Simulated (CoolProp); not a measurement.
Properties of ethylene along the isotherm 75.25 °C.

Model: reference Helmholtz-energy equation of state, Smukala 2000, in CoolProp.

```tsv
p (MPa)	phase	Z	cv (kJ/(kg K))
1.26	gas	0.9559	1.426
2.52	gas	0.9102	1.446
3.78	gas	0.8630	1.468
5.04	gas	0.8143	1.491
6.3	supercritical	0.7649	1.517
7.56	supercritical	0.7158	1.542
8.82	supercritical	0.6694	1.565
10.1	supercritical	0.6287	1.583
11.3	supercritical	0.6001	1.593
12.6	supercritical	0.5816	1.597
```
